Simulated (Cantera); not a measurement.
Charge: 1 mol B2H6, 0.3 mol N2, at 750 °C and 0.690 bar.

Method: chemical equilibrium by Gibbs-energy minimisation in Cantera with the NASA 1993 tables (ideal gas, pure condensed phases). Candidate condensed phases: B, BN; 15 gas species. The feed counts by its element totals alone. N2 is the only nitrogen source here; it is nearly inert below about 1500 K, so the nitride shown seldom forms there in practice. Mutual solubility and eutectic melting of coexisting phases are not modelled. Equilibrium is a limit: real reactors are often held back by kinetics, nucleation or transport.

Base state: H2 1.00 (mole fractions); condensed: B(s) + BN(s).

What changes in the equilibrium state with this change: B2H6 replaced by B2O3?


| species | before | after |
|---|---|---|
| N2 | <1e-9 | 1.00 |
| H2 | 1.00 | 0 |
| B(s), mol | 1.40 | 0 |
| BN(s), mol | 0.600 | 0 |
| B2O3(l), mol | 0 | 1.00 |
Further candidate phases: B2O3.
